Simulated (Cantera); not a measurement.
Ignition delay

Mixture: 2.21 % C₃H₈, 20.8 % O₂, 77.0 % N₂, equivalence ratio 0.53, at 15800 Torr, adiabatic and at constant volume. Ignition delay is the time to a rise of 400 K.

Cantera simulation using GRI-Mech 3.0 (53 species, 325 reactions); the numbers are that mechanism's predictions, not measurements. GRI-Mech 3.0 was tuned for natural gas; its chemistry of propane as a main component is partial and can be far from experiment. The pressure lies above the range GRI-Mech 3.0 was tuned for (to about 10 atm).

```tsv
T0 (K)	delay (ms)
1023	18.2
1123	2.99
1223	0.558
1323	0.118
1423	0.0299
1523	0.00956
1623	0.00383
1723	0.00186
1823	0.00105
```

- apparent activation energy between 1623 and 1823 K: 160 kJ/mol
